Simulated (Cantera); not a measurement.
## SiCl4 + H2 (chlorosilane synthesis and conversion)

Feed: 1 mol SiCl4, 0.37 mol H2, equilibrated at 852 °C.

Method: chemical equilibrium by Gibbs-energy minimisation in Cantera with the NASA 1993 tables (ideal gas, pure condensed phases). Candidate condensed phases: Si; 19 gas species. The tables' values for SiCl3 are old estimates; treat these amounts as uncertain. Equilibrium is a limit: real reactors are often held back by kinetics, nucleation or transport.

From 75.0 Torr to 22500 Torr nothing is condensed. The main Si-bearing gas is SiCl4 throughout.

```csv
P (Pa),log p SiCl4,log p H2,log p HCl,log p SiHCl3,log p SiCl3,log p SiCl2
10000,-1.18,-1.67,-2.17,-2.44,-2.74,-3.22
23000,-0.82,-1.30,-1.85,-2.03,-2.52,-3.13
51000,-0.47,-0.96,-1.53,-1.65,-2.31,-3.07
120000,-0.09,-0.58,-1.18,-1.26,-2.10,-3.03
260000,0.24,-0.25,-0.85,-0.91,-1.92,-3.00
590000,0.60,0.11,-0.51,-0.54,-1.74,-2.99
1300000,0.94,0.45,-0.17,-0.19,-1.56,-2.98
3000000,1.31,0.82,0.19,0.17,-1.38,-2.97
```
log p: log10 of the partial pressure in bar; nothing condenses.
